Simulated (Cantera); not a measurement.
Charge: 1 mol CS2, 0.66 mol O2, held at 2998 K and 0.100 bar.

These are equilibrium values from Cantera (NASA tables, ideal gas, pure condensed phases), not measurements of a reactor. Candidate condensed phases: C, S; 22 gas species. The numbers say what is thermodynamically allowed, not how fast it happens.

Base state: CO 0.384, S 0.328, S2 0.170, SO 0.101, SO2 0.00655, CO2 0.00466, O 0.00450, S2O 0.000498 (mole fractions); condensed: gas only.

Question: What changes in the equilibrium state with this change: temperature from 2998 K to 2348.15 K?

Answer: 
| species | before | after |
|---|---|---|
| CO | 0.384 | 0.440 |
| S2 | 0.170 | 0.394 |
| SO | 0.101 | 0.0668 |
| S | 0.328 | 0.0441 |
| CO2 | 0.00466 | 0.0252 |
| SO2 | 0.00655 | 0.0274 |
| O | 0.00450 | 5.85e-5 |
| O2 | 0.000160 | 8.02e-6 |
| CS | 3.22e-5 | 6.62e-6 |
| COS | 0.000206 | 0.000885 |

Question: What changes in the equilibrium state with this change: CS2 replaced by PH3?

Answer: 
```json
[
 {"species": "H2", "before": "0", "after": "0.306"},
 {"species": "PO", "before": "0", "after": "0.285"},
 {"species": "H", "before": "0", "after": "0.275"},
 {"species": "CO", "before": "0.384", "after": "0"},
 {"species": "S", "before": "0.328", "after": "0"},
 {"species": "S2", "before": "0.170", "after": "0"},
 {"species": "SO", "before": "0.101", "after": "0"},
 {"species": "H2O", "before": "0", "after": "0.0559"},
 {"species": "PO2", "before": "0", "after": "0.0398"},
 {"species": "OH", "before": "0", "after": "0.0166"},
 {"species": "P", "before": "0", "after": "0.00936"},
 {"species": "SO2", "before": "0.00655", "after": "0"}
]
```
Gases not in the tables: HPO2, HPO3 and P4O6. Further candidate phases: H2O, P, P4O10.
